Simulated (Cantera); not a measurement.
Input: 1 mol PbS, 7.8 mol H2, held at 0.140 bar.

These are equilibrium values from Cantera (NASA tables, ideal gas, pure condensed phases), not measurements of a reactor. Candidate condensed phases: Pb, PbS, S; 10 gas species. Mutual solubility and eutectic melting of coexisting phases are not modelled. Kinetics and transport are ignored.

Q: Which condensed phases are stable at each of these points (T (°C)): 452, 502, 552, 602, 652, 702, 752, 802, 852, 902, 952, 1002, 1052?

A: 
```json
[
 {"T (°C)": "452", "condensed phases": "Pb(l) + PbS(s)", "Pb condensed (%)": "100.0"},
 {"T (°C)": "502", "condensed phases": "Pb(l) + PbS(s)", "Pb condensed (%)": "100.0"},
 {"T (°C)": "552", "condensed phases": "Pb(l) + PbS(s)", "Pb condensed (%)": "100.0"},
 {"T (°C)": "602", "condensed phases": "Pb(l) + PbS(s)", "Pb condensed (%)": "100.0"},
 {"T (°C)": "652", "condensed phases": "Pb(l) + PbS(s)", "Pb condensed (%)": "99.9"},
 {"T (°C)": "702", "condensed phases": "Pb(l) + PbS(s)", "Pb condensed (%)": "99.7"},
 {"T (°C)": "752", "condensed phases": "Pb(l) + PbS(s)", "Pb condensed (%)": "98.9"},
 {"T (°C)": "802", "condensed phases": "Pb(l) + PbS(s)", "Pb condensed (%)": "96.5"},
 {"T (°C)": "852", "condensed phases": "Pb(l) + PbS(s)", "Pb condensed (%)": "89.8"},
 {"T (°C)": "902", "condensed phases": "Pb(l) + PbS(s)", "Pb condensed (%)": "72.7"},
 {"T (°C)": "952", "condensed phases": "Pb(l)", "Pb condensed (%)": "44.2"},
 {"T (°C)": "1002", "condensed phases": "Pb(l)", "Pb condensed (%)": "24.8"},
 {"T (°C)": "1052", "condensed phases": "Pb(l)", "Pb condensed (%)": "2.8"}
]
```

From 452 °C to 902 °C the condensed part is Pb(l) + PbS(s). From 952 °C to 1052 °C the condensed part is Pb(l).
